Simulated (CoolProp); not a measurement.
R124 at several states: density (kg/m³) from the reference equation and from simpler models built on Tc = 395.4 K, pc = 36.24 bar, ω = 0.288; each cubic takes its own stable root.

Computed with CoolProp (reference Helmholtz-energy equation of state, de Vries 1995).

```tsv
T (K)	p (bar)	phase	reference
342.8	160	liquid	1296
221.8	3.68	liquid	1586
371	3.88	gas	18.03
```

Problem. How far does each simpler model (van der Waals, Redlich-Kwong) lie from the reference over these 3 states: mean and median of the absolute difference, and the worst?

Solution. 
- van der Waals: mean 24.4 %, median 32.1 %, worst -40.0 % at 221.8 K and 3.68 bar
- Redlich-Kwong: mean 6.8 %, median 9.0 %, worst -11.3 % at 221.8 K and 3.68 bar
